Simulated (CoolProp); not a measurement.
Saturated liquid density (kg/m³) of R236EA: the reference equation beside estimates from Tc = 412.4 K, pc = 34.14 bar, ω = 0.368. Rackett uses Z = 0.29056 − 0.08775 ω.

Model: reference Helmholtz-energy equation of state, Rui 2013, in CoolProp.

```
T (K)  reference  Rackett  Redlich-Kwong
-----  ---------  -------  -------------
314.2       1373     1439           1164
321         1350     1413           1138
327.8       1325     1386           1111
334.6       1300     1359           1083
341.3       1273     1330           1054
348.1       1245     1299           1023
354.9       1216     1267          989.8
361.7       1184     1233          955.0
368.4       1151     1197          918.4
375.2       1114     1158          878.4
```

Absolute difference from the reference over all 10 rows, mean and median: Rackett 4.4 and 4.4 %, Redlich-Kwong 17.8 and 17.5 %.
